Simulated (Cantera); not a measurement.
Cantera run:

```python
import numpy as np
import cantera as ct

gas_names = """
    AL ALCL ALCL2 ALCL3 ALH AL2 AL2CL6 CL CL2 H HCL H2
""".split()
cond_names = """
    AL(cr) AL(L) ALCL3(s) ALCL3(L)
""".split()


# ... load() reads the species with a 1 bar reference pressure and builds the phases ...
atoms = {
    'Al': {'AL': 1},
    'HCl': {'H': 1, 'CL': 1},
    'H2': {'H': 2},
}
top_T = {}  # K; cautious upper limits of use, not melting points


# ... equilibrate(T, P, feed) seeds the gas with the atoms and calls Mixture.equilibrate('TP', solver="vcs", rtol=1e-11, max_steps=5000) ...
results = []
T = 1523  # K
P = 470  # Pa
for m in [1.2, 1.4, 1.7, 2, 2.4, 2.8, 3.3, 4, 4.7, 5.6, 6.6]:
    feed = {'Al': 1, 'HCl': m, 'H2': 61}  # mol
    mix = equilibrate(T, P, feed)
    results.append((T, P, feed, dict(zip(mix.species_names, mix.species_moles))))

top = {s: max(r[3][s] / sum(r[3][g] for g in gas_names) for r in results) for s in gas_names}
cols = sorted((s for s in top if top[s] > 0.0001), key=lambda s: -top[s])[:8]
seen = [c for c in cond_names if any(r[3].get(c, 0) > 1e-12 for r in results)]
print("log10 of partial pressures in bar; condensed amounts in mol")
print(f"{'n(HCl)':>10s}" + "".join(f"{s[:9]:>10s}" for s in cols + seen))
for T, P, feed, n in results:
    ng = sum(n[g] for g in gas_names)
    print(f"{feed['HCl']:10.4g}" + "".join(f"{np.log10(max(n[s] / ng * P / 1e5, 1e-99)):10.3f}" for s in cols)
          + "".join(f"{n.get(c, 0):10.4g}" for c in seen))
```

Output:

```
log10 of partial pressures in bar; condensed amounts in mol
    n(HCl)        H2       HCL      ALCL     ALCL3     ALCL2         H
       1.2    -2.336    -4.850    -4.130    -7.227    -6.106    -5.804
       1.4    -2.338    -4.554    -4.137    -6.641    -5.816    -5.805
       1.7    -2.340    -4.317    -4.148    -6.177    -5.589    -5.806
         2    -2.341    -4.168    -4.160    -5.888    -5.451    -5.807
       2.4    -2.344    -4.029    -4.177    -5.624    -5.328    -5.808
       2.8    -2.346    -3.926    -4.195    -5.435    -5.242    -5.809
       3.3    -2.349    -3.826    -4.220    -5.257    -5.165    -5.811
         4    -2.353    -3.719    -4.256    -5.075    -5.093    -5.813
       4.7    -2.357    -3.635    -4.294    -4.942    -5.045    -5.815
       5.6    -2.362    -3.548    -4.345    -4.814    -5.007    -5.817
       6.6    -2.368    -3.470    -4.404    -4.710    -4.984    -5.820
```

Method: chemical equilibrium by Gibbs-energy minimisation in Cantera with the NASA 1993 tables (ideal gas, pure condensed phases). The tables' values for AlCl2 are old estimates; treat these amounts as uncertain.
